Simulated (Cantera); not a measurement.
Cantera run:

```python
import numpy as np
import cantera as ct

gas_names = """
    C CN CO CO2 C2 CCN CNC C2N2 C2O C3 C3O2 C4 C4N2 C5 N NCO NO NO2 NO3 N2 N2O O O2 O3 Si SiC SiC2 SiN
    SiO SiO2 Si2 Si2C Si2N Si3
""".split()
cond_names = """
    C(gr) Si(cr) Si(L) SiC(b) SiO2(Lqz) SiO2(hqz) SiO2(L) Si2N2O(s) Si3N4(a)
""".split()


# ... load() reads the species with a 1 bar reference pressure and builds the phases ...
atoms = {
    'Si3N4': {'Si': 3, 'N': 4},
    'CO2': {'C': 1, 'O': 2},
    'N2': {'N': 2},
}
top_T = {'C(gr)': 4500, 'SiC(b)': 3050, 'Si2N2O(s)': 2100, 'Si3N4(a)': 2400}  # K; cautious upper limits of use, not melting points


# ... equilibrate(T, P, feed) seeds the gas with the atoms and calls Mixture.equilibrate('TP', solver="vcs", rtol=1e-11, max_steps=5000) ...
results = []
feed = {'Si3N4': 1, 'CO2': 2.6, 'N2': 110}  # mol
T = 1498  # K
for P in [0.1, 0.6, 3.6, 22, 130, 770, 4600, 28000, 170000, 1000000]:
    mix = equilibrate(T, P, feed)
    results.append((T, P, feed, dict(zip(mix.species_names, mix.species_moles))))

top = {s: max(r[3][s] / sum(r[3][g] for g in gas_names) for r in results) for s in gas_names}
cols = sorted((s for s in top if top[s] > 0.001), key=lambda s: -top[s])[:7]
seen = [c for c in cond_names if any(r[3].get(c, 0) > 1e-12 for r in results)]
print("log10 of partial pressures in bar; condensed amounts in mol")
print(f"{'P/Pa':>10s}" + "".join(f"{s[:9]:>10s}" for s in cols + seen))
for T, P, feed, n in results:
    ng = sum(n[g] for g in gas_names)
    print(f"{P:10.4g}" + "".join(f"{np.log10(max(n[s] / ng * P / 1e5, 1e-99)):10.3f}" for s in cols)
          + "".join(f"{n.get(c, 0):10.4g}" for c in seen))
```

Result:

```
log10 of partial pressures in bar; condensed amounts in mol
      P/Pa        N2       SiO        CO        Si    SiC(b) SiO2(hqz) Si2N2O(s)
       0.1    -6.020    -7.638    -7.672    -8.767   0.09894         0         0
       0.6    -5.242    -6.846    -6.908    -8.753    0.1826         0         0
       3.6    -4.463    -6.066    -6.132    -8.751    0.1971         0         0
        22    -3.676    -5.381    -5.309    -9.367         0         0    0.3998
       130    -2.903    -4.708    -4.535   -10.813         0    0.1523    0.5524
       770    -2.124    -4.968    -3.754   -11.332         0    0.6803      1.08
      4600    -1.347    -5.227    -2.977   -11.849         0    0.7283     1.129
   2.8e+04    -0.563    -5.488    -2.193   -12.372         0    0.7326     1.133
   1.7e+05     0.220    -5.749    -1.410   -12.895         0    0.7327     1.134
     1e+06     0.990    -6.006    -0.640   -13.408         0    0.7322     1.134
```

Equilibrium computed with Cantera from the NASA thermochemical tables; the gas is ideal and each condensed phase is pure. Mutual solubility and eutectic melting of coexisting phases are not modelled. The tables hold silica as quartz up to 1696 K and as liquid above; real silica turns to tridymite and cristobalite and melts near 1996 K.
